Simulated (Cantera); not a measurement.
Premixed flame

A freely propagating, adiabatic, planar premixed flame of CH₄ : O₂ : N₂ = 1 : 1.54 : 5.78 (molar parts), unburnt at 325 K and 101000 Pa; mixture-averaged transport, grid criteria slope 0.08 and curve 0.16, no radiation.

Computed with Cantera and GRI-Mech 3.0 (53 species, 325 reactions). Burning velocities carry a grid error of a few per cent, more on coarse grids.

```json
[
 {"z (mm)": "-1.75", "T (K)": "325", "u (m/s)": "0.282", "x CH₄": "0.120", "x O₂": "0.185", "x HCN": "<1e-8", "x C₂H": "<1e-8", "x H₂O": "2.61e-5", "x C₂H₆": "1.61e-8"},
 {"z (mm)": "-1.17", "T (K)": "329", "u (m/s)": "0.286", "x CH₄": "0.119", "x O₂": "0.184", "x HCN": "<1e-8", "x C₂H": "<1e-8", "x H₂O": "0.000414", "x C₂H₆": "5.28e-7"},
 {"z (mm)": "-0.874", "T (K)": "345", "u (m/s)": "0.301", "x CH₄": "0.118", "x O₂": "0.182", "x HCN": "3.66e-8", "x C₂H": "<1e-8", "x H₂O": "0.00225", "x C₂H₆": "5.07e-6"},
 {"z (mm)": "-0.583", "T (K)": "469", "u (m/s)": "0.415", "x CH₄": "0.109", "x O₂": "0.173", "x HCN": "5.90e-7", "x C₂H": "<1e-8", "x H₂O": "0.0163", "x C₂H₆": "9.44e-5"},
 {"z (mm)": "-0.291", "T (K)": "1002", "u (m/s)": "0.907", "x CH₄": "0.0713", "x O₂": "0.126", "x HCN": "5.79e-6", "x C₂H": "<1e-8", "x H₂O": "0.0739", "x C₂H₆": "0.00107"},
 {"z (mm)": "-0.146", "T (K)": "1424", "u (m/s)": "1.30", "x CH₄": "0.0386", "x O₂": "0.0807", "x HCN": "1.25e-5", "x C₂H": "<1e-8", "x H₂O": "0.119", "x C₂H₆": "0.00136"},
 {"z (mm)": "0", "T (K)": "1792", "u (m/s)": "1.66", "x CH₄": "0.00980", "x O₂": "0.0334", "x HCN": "2.33e-5", "x C₂H": "4.57e-7", "x H₂O": "0.160", "x C₂H₆": "0.000194"},
 {"z (mm)": "0.146", "T (K)": "1951", "u (m/s)": "1.80", "x CH₄": "0.00101", "x O₂": "0.00911", "x HCN": "3.02e-5", "x C₂H": "8.05e-7", "x H₂O": "0.178", "x C₂H₆": "2.58e-6"},
 {"z (mm)": "0.291", "T (K)": "1990", "u (m/s)": "1.83", "x CH₄": "8.19e-5", "x O₂": "0.00243", "x HCN": "2.40e-5", "x C₂H": "2.19e-7", "x H₂O": "0.182", "x C₂H₆": "2.18e-8"},
 {"z (mm)": "0.583", "T (K)": "2009", "u (m/s)": "1.85", "x CH₄": "1.04e-6", "x O₂": "0.000524", "x HCN": "1.13e-5", "x C₂H": "<1e-8", "x H₂O": "0.181", "x C₂H₆": "<1e-8"},
 {"z (mm)": "1.17", "T (K)": "2027", "u (m/s)": "1.86", "x CH₄": "<1e-8", "x O₂": "0.000273", "x HCN": "3.13e-6", "x C₂H": "<1e-8", "x H₂O": "0.181", "x C₂H₆": "<1e-8"},
 {"z (mm)": "2.33", "T (K)": "2045", "u (m/s)": "1.87", "x CH₄": "<1e-8", "x O₂": "0.000143", "x HCN": "5.74e-7", "x C₂H": "<1e-8", "x H₂O": "0.182", "x C₂H₆": "<1e-8"},
 {"z (mm)": "4.66", "T (K)": "2060", "u (m/s)": "1.89", "x CH₄": "<1e-8", "x O₂": "5.64e-5", "x HCN": "7.53e-8", "x C₂H": "<1e-8", "x H₂O": "0.183", "x C₂H₆": "<1e-8"}
]
```
x: mole fraction of selected species; z is measured from the peak of heat release.

```
Property                      Value
------------------------  ---------
laminar burning velocity  28.1 cm/s
thermal thickness          0.583 mm
peak x(HCN)                 3.03e-5
peak x(C₂H)                 9.18e-7
peak x(C₂H₆)                0.00147
grid points                     149
```
